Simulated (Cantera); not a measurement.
A perfectly stirred reactor is fed with 5.77 % CH₄, 5.60 % CO, 17.1 % O₂, 64.1 % N₂, 7.50 % H₂, at 1000000 Pa; it is adiabatic with a 523 K inlet, and is followed from long to short residence time, starting on the burning branch (τ in s: 0.084, 0.025, 0.0074, 0.0022, 0.00065, 0.00019, 5.6e-05, 1.7e-05, 4.9e-06).

Detailed kinetics in Cantera: GRI-Mech 3.0 (53 species, 325 reactions).

x: mole fraction; the columns are a selection and need not sum to one.

| τ (s) | T (K) | x CH₄ | x CO | x O₂ | x NO₂ | x C₂H₄ | x O | x CH₂O |
|---|---|---|---|---|---|---|---|---|
| 0.084 | 2476 | 3.55e-7 | 0.0221 | 0.00216 | 5.75e-7 | 3.04e-12 | 0.000193 | 5.67e-8 |
| 0.025 | 2475 | 1.15e-6 | 0.0222 | 0.00230 | 5.45e-7 | 3.17e-11 | 0.000202 | 1.84e-7 |
| 0.0074 | 2471 | 3.53e-6 | 0.0226 | 0.00269 | 4.80e-7 | 2.93e-10 | 0.000231 | 5.77e-7 |
| 0.0022 | 2458 | 9.79e-6 | 0.0237 | 0.00360 | 3.90e-7 | 2.11e-9 | 0.000304 | 1.65e-6 |
| 0.00065 | 2428 | 2.47e-5 | 0.0262 | 0.00542 | 3.15e-7 | 1.14e-8 | 0.000470 | 4.22e-6 |
| 0.00019 | 2373 | … | … | … | … | … | … | … |
| 5.6e-5 | 2288 | … | … | … | … | … | … | … |
| 1.7e-5 | 2167 | 0.000407 | 0.0467 | 0.0203 | 1.09e-7 | 7.84e-7 | 0.00228 | 5.22e-5 |
| 4.9e-6 | 523 | 0.0577 | 0.0560 | 0.171 | <1e-12 | <1e-12 | <1e-12 | <1e-12 |

Problem. Complete the blanks.

Solution. 
- 0.00019, x CH₄: 5.95e-5
- 0.00019, x CO: 0.0307
- 0.00019, x O₂: 0.00851
- 0.00019, x NO₂: 2.51e-7
- 0.00019, x C₂H₄: 4.78e-8
- 0.00019, x O: 0.000819
- 0.00019, x CH₂O: 9.86e-6
- 5.6e-5, x CH₄: 0.000147
- 5.6e-5, x CO: 0.0373
- 5.6e-5, x O₂: 0.0132
- 5.6e-5, x NO₂: 1.80e-7
- 5.6e-5, x C₂H₄: 1.80e-7
- 5.6e-5, x O: 0.00145
- 5.6e-5, x CH₂O: 2.21e-5
